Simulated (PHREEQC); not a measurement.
Synthetic water in mg/L, 25 °C, pH 1.81, pe 12.4:

```
constituent              mg/L
-----------------------  ----
Na                        486
K                         127
Ca                        191
Mg                        285
Cl                        597
S(6) as SO4              3420
Zn                       63.9
O(0) (dissolved oxygen)  8.32
Mn(2)                      23
Pb                         33
N(5) as NO3              80.4
```

Valence states are taken as typed.

The numbers come from PHREEQC with the ion-association model, wateq4f.dat.

Each row changes one thing in this solution. No solid was allowed to form.

```csv
case,ionic strength (mol/kgw),Na+ (mol/kgw),SO4-2 (mol/kgw),HSO4- (mol/kgw),Mg+2 (mol/kgw),MgSO4 (mol/kgw),SI of Gypsum (CaSO4:2H2O),SI of Anglesite (PbSO4)
as made,0.0923,0.0206,0.0163,0.0120,0.00739,0.00439,-0.53,+0.94
Mn(2) from 23 to 11.5 mg/L,0.0921,0.0206,0.0163,0.0120,0.00739,0.00440,-0.53,+0.94
all concentrations times 3 at the same typed pH,0.244,0.0605,0.0489,0.0280,0.0182,0.0176,+0.08,+1.45
```

Species that the database lacks are ignored. Some of these states are supersaturated (in Anglesite, Gypsum, for instance).
